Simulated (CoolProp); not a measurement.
CH2F2 (R32) along the isotherm 161.85 °C: Z from the reference equation and from simpler models built on Tc = 78.1 °C, pc = 5.783 MPa, ω = 0.277; each cubic takes its own stable root.

The numbers come from the reference Helmholtz-energy equation of state, Tillner-Roth 1997 in CoolProp.

| p (MPa) | phase | reference | van der Waals | Redlich-Kwong | Soave-Redlich-Kwong | Peng-Robinson |
|---|---|---|---|---|---|---|
| 1.45 | gas | 0.9550 | 0.9550 | 0.9541 | 0.9610 | 0.9537 |
| 2.89 | gas | 0.9094 | 0.9074 | 0.9072 | 0.9220 | 0.9081 |
| 4.34 | gas | 0.8627 | 0.8559 | 0.8589 | 0.8828 | 0.8629 |
| 5.78 | gas | 0.8159 | 0.8008 | 0.8100 | 0.8445 | 0.8194 |
| 7.23 | supercritical | 0.7688 | 0.7412 | 0.7607 | 0.8073 | 0.7780 |
| 8.67 | supercritical | 0.7230 | 0.6796 | 0.7135 | 0.7730 | 0.7403 |
| 10.1 | supercritical | 0.6798 | 0.6237 | 0.6712 | 0.7429 | 0.7078 |
| 11.6 | supercritical | 0.6391 | 0.5864 | 0.6359 | 0.7173 | 0.6803 |
| 13 | supercritical | 0.6073 | 0.5764 | 0.6144 | 0.7002 | 0.6616 |
| 14.5 | supercritical | 0.5819 | 0.5838 | 0.6035 | 0.6893 | 0.6491 |
